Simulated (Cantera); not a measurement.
# Premixed flame

A freely propagating, adiabatic, planar premixed flame of 13.3 % CO, 1.86 % H₂, 6.13 % CH₄, 16.5 % O₂, 62.2 % N₂, unburnt at 575 K and 2.30 bar; unity-Lewis-number transport, grid criteria slope 0.08 and curve 0.16, no radiation.

Model: GRI-Mech 3.0 (53 species, 325 reactions), integrated in Cantera. Unity Lewis numbers drop preferential diffusion, which matters most where H2 and H carry the flame. Burning velocities carry a grid error of a few per cent, more on coarse grids.

```tsv
z (mm)	T (K)	u (m/s)	x CO	x H₂	x CH₄	x C₂H	x CH₂O	x HCN
-0.466	575	1.07	0.133	0.0186	0.0612	<1e-8	2.04e-7	<1e-8
-0.310	577	1.07	0.133	0.0186	0.0612	<1e-8	2.45e-6	<1e-8
-0.233	583	1.08	0.133	0.0187	0.0609	<1e-8	1.24e-5	1.02e-8
-0.155	629	1.17	0.133	0.0189	0.0589	<1e-8	8.08e-5	6.83e-8
-0.0776	939	1.74	0.132	0.0205	0.0447	<1e-8	0.000479	4.88e-7
-0.0388	1329	2.47	0.130	0.0226	0.0253	<1e-8	0.000691	1.08e-6
0	1751	3.27	0.124	0.0218	0.00476	5.48e-8	0.000387	1.83e-6
0.0388	1931	3.59	0.107	0.0166	0.000178	2.28e-8	3.05e-5	1.10e-6
0.0776	2009	3.72	0.0952	0.0163	3.81e-6	<1e-8	8.08e-7	3.38e-7
0.155	2106	3.87	0.0857	0.0164	<1e-8	<1e-8	<1e-8	3.19e-8
0.310	2210	4.02	0.0797	0.0149	<1e-8	<1e-8	<1e-8	<1e-8
0.621	2304	4.16	0.0740	0.0130	<1e-8	<1e-8	<1e-8	<1e-8
1.24	2375	4.27	0.0692	0.0116	<1e-8	<1e-8	<1e-8	<1e-8
```
x: mole fraction of selected species; z is measured from the peak of heat release.

```
Item                         Value
------------------------  --------
laminar burning velocity  107 cm/s
thermal thickness         0.155 mm
peak x(C₂H)                7.13e-8
peak x(CH₂O)              0.000691
peak x(HCN)                1.85e-6
grid points                    136
```
